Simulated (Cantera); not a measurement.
A Cantera script and what it prints.

```python
import numpy as np
import cantera as ct

gas_names = [...]  # 151 gases of nasa_gas.yaml made of C, H, N, O, Si
cond_names = """
    C(gr) C6H6(L) C7H8(L) C8H18(L),n-octa H2O(s) H2O(L) Si(cr) Si(L) SiC(b) SiO2(Lqz) SiO2(hqz) SiO2(L)
    Si2N2O(s) Si3N4(a)
""".split()


# ... load() reads the species with a 1 bar reference pressure and builds the phases ...
atoms = {
    'SiC': {'Si': 1, 'C': 1},
    'N2O': {'N': 2, 'O': 1},
    'H2': {'H': 2},
    'H2O': {'H': 2, 'O': 1},
}
top_T = {'C(gr)': 4500, 'SiC(b)': 3050, 'Si2N2O(s)': 2100, 'Si3N4(a)': 2400}  # K; cautious upper limits of use, not melting points


# ... equilibrate(T, P, feed) seeds the gas with the atoms and calls Mixture.equilibrate('TP', solver="vcs", rtol=1e-11, max_steps=5000) ...
results = []
feed = {'SiC': 1, 'N2O': 0.26, 'H2': 5.7, 'H2O': 1.2}  # mol
P = 133.322  # Pa
for T in [1223, 1273, 1323, 1373, 1423, 1473, 1523, 1573, 1623, 1673]:
    mix = equilibrate(T, P, feed)
    results.append((T, P, feed, dict(zip(mix.species_names, mix.species_moles))))

top = {s: max(r[3][s] / sum(r[3][g] for g in gas_names) for r in results) for s in gas_names}
cols = sorted((s for s in top if top[s] > 0.001), key=lambda s: -top[s])[:8]
seen = [c for c in cond_names if any(r[3].get(c, 0) > 1e-12 for r in results)]
print("log10 of partial pressures in bar; condensed amounts in mol")
print(f"{'T/K':>10s}" + "".join(f"{s[:9]:>10s}" for s in cols + seen))
for T, P, feed, n in results:
    ng = sum(n[g] for g in gas_names)
    print(f"{T:10.4g}" + "".join(f"{np.log10(max(n[s] / ng * P / 1e5, 1e-99)):10.3f}" for s in cols)
          + "".join(f"{n.get(c, 0):10.4g}" for c in seen))
```

Output:

```
log10 of partial pressures in bar; condensed amounts in mol
       T/K        H2        CO       SiO        N2         H     C(gr)    SiC(b) SiO2(hqz) Si2N2O(s)
      1223    -2.908    -4.017    -7.345    -6.849    -7.976    0.3135    0.1495    0.3318    0.2592
      1273    -2.920    -3.886    -6.582    -6.594    -7.607         0    0.2543    0.2271    0.2585
      1323    -2.920    -3.886    -5.837    -6.479    -7.260         0    0.2525     0.223    0.2581
      1373    -2.923    -3.882    -5.149    -6.369    -6.939         0    0.2421    0.2018    0.2575
      1423    -2.933    -3.867    -4.514    -6.255    -6.644         0    0.1962    0.1091    0.2567
      1473    -2.946    -3.854    -4.230    -5.689    -6.371         0    0.1463         0    0.2475
      1523    -2.953    -3.876    -4.137    -4.921    -6.113         0    0.1771         0    0.1858
      1573    -2.972    -3.948    -3.947    -4.396    -5.877         0    0.2699         0         0
      1623    -2.973    -3.948    -3.948    -4.396    -5.647         0    0.2698         0         0
      1673    -2.973    -3.948    -3.948    -4.396    -5.430         0    0.2695         0         0
```

Cantera equilibrium calculation (NASA polynomials, part measured and part estimated; ideal gas, pure solids and liquids). Mutual solubility and eutectic melting of coexisting phases are not modelled. The tables hold silica as quartz up to 1696 K and as liquid above; real silica turns to tridymite and cristobalite and melts near 1996 K.
